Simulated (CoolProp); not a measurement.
Vapour-liquid equilibrium of chloromethane (R40) (1) + isobutene (2) at 1.93 MPa; x and y are mole fractions of (1).

The numbers come from the multi-fluid Helmholtz-energy mixture model, Thol 2014 and Lemmon 2005; pair parameters Bell 2016 in CoolProp.

Problem. Give the bubble temperature and the first vapour's composition at x = 0.05, 0.2, 0.65. Is there an azeotrope?

Solution. x = 0.05: 373.5 K, y = 0.076; x = 0.2: 367.2 K, y = 0.278; x = 0.65: 354.0 K, y = 0.728. No azeotrope shows between x = 0.05 and 0.95.

Pair parameters are fitted to limited data, so mixtures are less certain than the pure fluids.
